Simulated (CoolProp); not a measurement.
Vapour-liquid equilibrium of propylene (1) + R134a (2) at 312 K; x and y are mole fractions of (1).

The numbers come from the multi-fluid Helmholtz-energy mixture model, Lemmon 2013 and Tillner-Roth 1994; pair parameters Bell 2016 in CoolProp.

Q: Give the bubble pressure and the first vapour's composition at x = 0.05, 0.35, 0.5. Is there an azeotrope?

A: x = 0.05: 1.089 MPa, y = 0.119; x = 0.35: 1.511 MPa, y = 0.490; x = 0.5: 1.622 MPa, y = 0.594. y crosses x between x = 0.725 and 0.8: the model has an azeotrope there.

Pair parameters are fitted to limited data, so mixtures are less certain than the pure fluids.
